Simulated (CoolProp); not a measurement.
Vapour-liquid equilibrium of p-xylene (1) + n-decane (2) at 42.15 °C; x and y are mole fractions of (1).

Computed with CoolProp (multi-fluid Helmholtz-energy mixture model, Zhou 2012 and Lemmon 2006; pair parameters Bell 2016).

```
x     bubble pressure (kPa)  y at the bubble point  dew pressure at overall composition x (kPa)  liquid density (mol/L)
----  ---------------------  ---------------------  -------------------------------------------  ----------------------
0.05                 0.7051                  0.252                                       0.5796                   5.110
0.15                 0.9881                  0.520                                       0.6358                   5.316
0.25                  1.251                  0.663                                       0.7039                   5.537
0.35                  1.499                  0.753                                       0.7882                   5.776
0.45                  1.734                  0.816                                       0.8949                   6.035
0.55                  1.961                  0.864                                        1.034                   6.314
0.65                  2.183                  0.903                                        1.223                   6.619
0.75                  2.403                  0.935                                        1.490                   6.951
0.85                  2.624                  0.963                                        1.890                   7.314
0.95                  2.847                  0.988                                        2.518                   7.714
```

No azeotrope shows between x = 0.05 and 0.95.

Pair parameters are fitted to limited data, so mixtures are less certain than the pure fluids.
